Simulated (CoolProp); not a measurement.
Carbon monoxide along the isotherm 146.2 K: fugacity coefficient from the reference equation and from simpler models built on Tc = 132.9 K, pc = 34.98 bar, ω = 0.050; each cubic takes its own stable root.

Computed with CoolProp (reference Helmholtz-energy equation of state, Lemmon 2006). It is a short technical equation, of lower accuracy than the large ones.

| p (bar) | phase | reference |
|---|---|---|
| 0.166 | gas | 0.9988 |
| 0.25 | gas | 0.9982 |
| 0.378 | gas | 0.9973 |
| 0.57 | gas | 0.9959 |
| 0.859 | gas | 0.9938 |
| 1.3 | gas | 0.9907 |
| 1.96 | gas | 0.9860 |
| 2.95 | gas | 0.9789 |
| 4.45 | gas | 0.9683 |
| 6.72 | gas | 0.9523 |
| 10.1 | gas | 0.9286 |
| 15.3 | gas | 0.8927 |
| 23.1 | gas | 0.8397 |
| 34.8 | gas | 0.7618 |
| 52.5 | supercritical | 0.6461 |

How far does each simpler model (van der Waals, Redlich-Kwong, Soave-Redlich-Kwong, Peng-Robinson) lie from the reference over these 15 states: mean and median of the absolute difference, and the worst?


- van der Waals: mean 0.3 %, median 0.1 %, worst +1.0 % at 146.2 K and 34.8 bar
- Redlich-Kwong: mean 0.2 %, median 0.1 %, worst -0.7 % at 146.2 K and 52.5 bar
- Soave-Redlich-Kwong: mean 0.1 %, median 0.0 %, worst -0.2 % at 146.2 K and 34.8 bar
- Peng-Robinson: mean 1.0 %, median 0.3 %, worst -4.4 % at 146.2 K and 52.5 bar
